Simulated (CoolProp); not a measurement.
Isohexane at several states: density (kg/m³) from the reference equation and from simpler models built on Tc = 224.6 °C, pc = 3043 kPa, ω = 0.280; each cubic takes its own stable root.

Model: reference Helmholtz-energy equation of state, Lemmon 2006, in CoolProp. It is a short technical equation, of lower accuracy than the large ones.

```
T (°C)   p (kPa)          phase  reference  van der Waals  Redlich-Kwong  Soave-Redlich-Kwong
-------  -------  -------------  ---------  -------------  -------------  -------------------
176.35     16500         liquid      536.2          372.3          494.5                501.8
-25.05       227         liquid      693.2          416.1          617.7                632.2
145.15       138            gas      3.522          3.492          3.510                3.517
253.45      9250  supercritical      406.3          305.7          367.9                358.9
-140.55    10200         liquid      798.7          469.1          692.0                694.4
```
